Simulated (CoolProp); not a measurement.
A single-stage vapour-compression cycle with R125: evaporating at 218.15 K (dew point), condensing at 247.15 K (bubble point), superheat 5 K, subcooling 2 K, compressor efficiency 0.75, no pressure losses. Each further row changes one setting.

Computed with CoolProp (reference Helmholtz-energy equation of state, Lemmon 2005).

```json
[
 {"case": "as stated", "cooling COP": "5.04", "pressure ratio": "3.76", "discharge temperature (K)": "266.5", "refrigerating effect (kJ/kg)": "141", "volumetric capacity (kJ/m³)": "669"},
 {"case": "evaporating temperature 223.15 K", "cooling COP": "6.36", "pressure ratio": "2.91", "discharge temperature (K)": "263.4", "refrigerating effect (kJ/kg)": "144", "volumetric capacity (kJ/m³)": "869"},
 {"case": "condensing temperature 242.15 K", "cooling COP": "6.23", "pressure ratio": "3.07", "discharge temperature (K)": "259.7", "refrigerating effect (kJ/kg)": "146", "volumetric capacity (kJ/m³)": "697"},
 {"case": "subcooling 7 K", "cooling COP": "5.24", "pressure ratio": "3.76", "discharge temperature (K)": "266.5", "refrigerating effect (kJ/kg)": "146", "volumetric capacity (kJ/m³)": "696"},
 {"case": "superheat 15 K", "cooling COP": "5.03", "pressure ratio": "3.76", "discharge temperature (K)": "277.1", "refrigerating effect (kJ/kg)": "148", "volumetric capacity (kJ/m³)": "668"},
 {"case": "compressor efficiency 0.65", "cooling COP": "4.36", "pressure ratio": "3.76", "discharge temperature (K)": "272.0", "refrigerating effect (kJ/kg)": "141", "volumetric capacity (kJ/m³)": "669"}
]
```
